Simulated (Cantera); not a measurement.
Feed: 1 mol Si₃N₄, 6.1 mol F₂, 3 mol N₂, at 1650 °C and 4.60 Pa.

Equilibrium computed with Cantera from the NASA thermochemical tables; the gas is ideal and each condensed phase is pure. Candidate condensed phases: Si, Si₃N₄; 16 gas species. The tables' values for SiF₃ are old estimates; treat these amounts as uncertain. Rates play no part.

Base state: N₂ 0.608, SiF₄ 0.363, F 0.0265, SiF₃ 0.00213 (mole fractions); condensed: gas only.

Problem. What changes in the equilibrium state with this change: F₂ from 6.1 to 17 mol?

Solution. 
```
species   before    after
-------  -------  -------
F         0.0265    0.733
N₂         0.608    0.167
SiF₄       0.363   0.1000
SiF₃     0.00213  2.12e-5
```
